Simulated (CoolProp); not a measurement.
The fluid at 392.8 K and 1.02 MPa flows at 7.8 m/s in a round tube of 20 mm bore and 1.5 µm roughness, fully developed (64/Re and Nu = 3.66 if laminar; Colebrook and Gnielinski if turbulent). The same conditions are run with several fluids, on thermodynamics alone (safety and materials aside).

Model: reference Helmholtz-energy equation of state of each fluid (methanol: de Reuck 1993; o-xylene: Zhou 2012; n-octane: Beckmüller 2019; ethanol: Schroeder 2014; n-heptane: Span 2003), in CoolProp.

```json
[
 {"fluid": "methanol", "Reynolds number": "583000", "Darcy friction factor": "0.0139", "pressure drop (Pa/m)": "14500", "heat-transfer coefficient (W/(m² K))": "18800", "mass flow (kg/h)": "6070"},
 {"fluid": "o-xylene", "Reynolds number": "415000", "Darcy friction factor": "0.0145", "pressure drop (Pa/m)": "17500", "heat-transfer coefficient (W/(m² K))": "10600", "mass flow (kg/h)": "7010"},
 {"fluid": "n-octane", "Reynolds number": "454000", "Darcy friction factor": "0.0143", "pressure drop (Pa/m)": "13500", "heat-transfer coefficient (W/(m² K))": "10400", "mass flow (kg/h)": "5460"},
 {"fluid": "ethanol", "Reynolds number": "429000", "Darcy friction factor": "0.0144", "pressure drop (Pa/m)": "15200", "heat-transfer coefficient (W/(m² K))": "15100", "mass flow (kg/h)": "6110"},
 {"fluid": "n-heptane", "Reynolds number": "549000", "Darcy friction factor": "0.0140", "pressure drop (Pa/m)": "12700", "heat-transfer coefficient (W/(m² K))": "11000", "mass flow (kg/h)": "5250"}
]
```

Transport values come from each fluid's own correlations.
